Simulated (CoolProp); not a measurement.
Vapour-liquid equilibrium of n-heptane (1) + m-xylene (2) at 470.8 K; x and y are mole fractions of (1).

Computed with CoolProp (multi-fluid Helmholtz-energy mixture model, Span 2003 and Zhou 2012; pair parameters Bell 2016).

Give the bubble pressure and the first vapour's composition at x = 0.2, 0.425, 0.65. Is there an azeotrope?

x = 0.2: 520.4 kPa, y = 0.367; x = 0.425: 645.3 kPa, y = 0.604; x = 0.65: 761.1 kPa, y = 0.777. No azeotrope shows between x = 0.05 and 0.95.

Pair parameters are fitted to limited data, so mixtures are less certain than the pure fluids.
